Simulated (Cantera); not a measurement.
# Mg(OH)2 + C + CO2 (calcination and drying)

A closed system holds: 1 mol Mg(OH)2, a varied amount of C, 0.089 mol CO2, equilibrated at 800 °C and 1.20 bar.

These are equilibrium values from Cantera (NASA tables, ideal gas, pure condensed phases), not measurements of a reactor. Candidate condensed phases: C, C6H6, C7H8, C8H18, H2O, Mg, MgCO3, MgO, Mg(OH)2; 116 gas species. The numbers say what is thermodynamically allowed, not how fast it happens.

```tsv
n(C) (mol)	x H2O	x H2	x CO	x CO2	x CH4	x HCHO (formaldehyde)	n MgO(s)
0.0077	0.899	0.0129	0.00115	0.0870	2.36e-11	9.45e-12	1.00
0.013	0.886	0.0216	0.00203	0.0905	1.98e-10	2.79e-11	1.00
0.022	0.864	0.0359	0.00369	0.0962	1.70e-9	8.44e-11	1.00
0.038	0.827	0.0603	0.00711	0.106	1.62e-8	2.73e-10	1.00
0.065	0.768	0.0985	0.0141	0.119	1.51e-7	8.86e-10	1.00
0.11	0.679	0.155	0.0288	0.137	1.35e-6	2.84e-9	1.00
0.19	0.547	0.235	0.0620	0.156	1.27e-5	9.27e-9	1.00
0.32	0.383	0.326	0.128	0.163	9.95e-5	2.65e-8	1.00
0.55	0.197	0.412	0.257	0.133	0.000785	6.74e-8	1.00
```
x: gas mole fraction; n: condensed amount in mol.

From 0.0077 mol C to 0.55 mol C the condensed part is MgO(s).
